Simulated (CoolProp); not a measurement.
The numbers come from the reference Helmholtz-energy equation of state, Thol 2016 in CoolProp.

Q: For R1234ze(E), give the phase and the Z, conductivity (mW/(m K)) at 420 K and 6430 kPa.

A: 
- 420 K and 6430 kPa: supercritical; Z 0.430, conductivity 45.3

Thermal conductivity comes from a separate model (Perkins 2011).
